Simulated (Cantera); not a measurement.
An isothermal, constant-pressure homogeneous reactor starts with 0.298 % CH₄, 0.239 % O₂, 99.5 % N₂, at 1250 K and 0.987 atm.

Detailed kinetics in Cantera: GRI-Mech 3.0 (53 species, 325 reactions).

x: mole fraction; the columns are a selection and need not sum to one.

| t (s) | x CH₄ | x O₂ | x CH₃ | x H₂O₂ | x NO | x H₂ |
|---|---|---|---|---|---|---|
| 0.000300 | 0.00298 | 0.00239 | 1.24e-9 | <1e-12 | <1e-12 | 3.36e-10 |
| 0.000911 | 0.00298 | 0.00239 | 4.01e-9 | 2.15e-12 | <1e-12 | 1.13e-9 |
| 0.00277 | 0.00298 | 0.00239 | 1.29e-8 | 6.18e-12 | <1e-12 | 3.75e-9 |
| 0.00840 | 0.00298 | 0.00239 | 4.34e-8 | 1.27e-11 | <1e-12 | 1.32e-8 |
| 0.0255 | 0.00298 | 0.00239 | 1.42e-7 | 1.44e-11 | <1e-12 | 4.98e-8 |
| 0.0775 | 0.00298 | 0.00239 | 3.08e-7 | 1.25e-11 | <1e-12 | 2.02e-7 |
| 0.235 | 0.00298 | 0.00239 | ___ | 1.60e-11 | <1e-12 | ___ |
| 0.714 | 0.00297 | 0.00238 | ___ | 3.21e-11 | <1e-12 | ___ |
| 2.17 | 0.00286 | 0.00232 | 1.63e-6 | 6.84e-11 | <1e-12 | 5.85e-5 |
| 6.59 | 0.000602 | 0.000288 | 2.24e-6 | 9.02e-11 | 1.49e-9 | 0.00190 |
| 20.0 | 0.000450 | 6.32e-6 | 1.55e-7 | <1e-12 | 8.70e-10 | 0.00213 |

### Question
Some entries are withheld; supply them.

### Answer

- 0.235, x CH₃: 4.39e-7
- 0.235, x H₂: 8.85e-7
- 0.714, x CH₃: 7.59e-7
- 0.714, x H₂: 5.47e-6
